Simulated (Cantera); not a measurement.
A freely propagating, adiabatic, planar premixed flame of 46.9 % H2, 11.2 % O2, 42.0 % N2, equivalence ratio 2.1, unburnt at 350 K and 82.5 Torr; mixture-averaged transport, grid criteria slope 0.08 and curve 0.16, no radiation.

Detailed kinetics in Cantera: the H2/O2 subset of GRI-Mech 3.0, which has no nitrogen chemistry. Burning velocities carry a grid error of a few per cent, more on coarse grids.

x: mole fraction of selected species; z is measured from the peak of heat release.

| z (mm) | T (K) | u (m/s) | x H2 | x O2 | x H | x O | x H2O2 | x H2O |
|---|---|---|---|---|---|---|---|---|
| -20.5 | 350 | 2.86 | 0.469 | 0.112 | <1e-8 | <1e-8 | <1e-8 | <1e-8 |
| -13.7 | 350 | 2.86 | 0.469 | 0.112 | <1e-8 | <1e-8 | <1e-8 | <1e-8 |
| -10.2 | 350 | 2.86 | 0.469 | 0.112 | <1e-8 | <1e-8 | <1e-8 | <1e-8 |
| -6.83 | 350 | 2.86 | 0.469 | 0.112 | <1e-8 | <1e-8 | <1e-8 | <1e-8 |
| -3.42 | 360 | 2.94 | 0.467 | 0.112 | 4.71e-5 | 2.41e-6 | 4.26e-6 | 0.000246 |
| -1.71 | … | 4.83 | 0.435 | 0.105 | … | … | … | … |
| 0 | 1015 | 7.87 | 0.312 | 0.0640 | 0.0690 | 0.00288 | 1.40e-7 | 0.110 |
| 1.71 | 1252 | 9.67 | 0.216 | 0.00808 | 0.111 | 0.00210 | 8.30e-8 | 0.218 |
| 3.42 | 1338 | 10.3 | 0.209 | 0.000984 | 0.108 | 0.00102 | 6.29e-8 | 0.233 |
| 6.83 | 1431 | 10.9 | 0.216 | … | … | … | 6.55e-8 | 0.235 |
| 13.7 | 1539 | 11.7 | 0.226 | 0.000400 | 0.0806 | 0.000829 | 5.79e-8 | 0.237 |
| 27.3 | 1653 | 12.4 | 0.237 | 0.000296 | 0.0641 | 0.000648 | 4.00e-8 | 0.239 |
| 54.7 | 1761 | 13.1 | 0.247 | 0.000189 | 0.0481 | 0.000433 | 2.29e-8 | 0.241 |

Q: Fill in the missing entries.

A: 
- -1.71, T (K): 606
- -1.71, x H: 0.0100
- -1.71, x O: 0.000133
- -1.71, x H2O2: 1.05e-5
- -1.71, x H2O: 0.0194
- 6.83, x O2: 0.000473
- 6.83, x H: 0.0960
- 6.83, x O: 0.000923
